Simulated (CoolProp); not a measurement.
A closed Brayton cycle with dry air: compressor inlet 309.15 K and 6.2 MPa, high pressure 11.8 MPa, turbine inlet 865 K, compressor efficiency 0.89, turbine efficiency 0.9, recuperator effectiveness 0.95 (on enthalpy, no pinch check). Each further row changes one setting.

Values from CoolProp's reference Helmholtz-energy equation of state, Lemmon 2000. It is a pseudo-pure fit of the blend.

```csv
case,thermal efficiency (%),net work (kJ/kg),compressor to turbine work,compressor exit (K),turbine exit (K)
as stated,40.4,65.2,0.52,380.4,744.3
turbine inlet 815 K,37.9,57.3,0.56,380.4,700.2
compressor inlet 319.15 K,39.1,62.6,0.54,392.6,744.3
high pressure 10 MPa,39.9,51.8,0.50,360.8,773.8
recuperator effectiveness 0.5,19.4,65.2,0.52,380.4,744.3
```
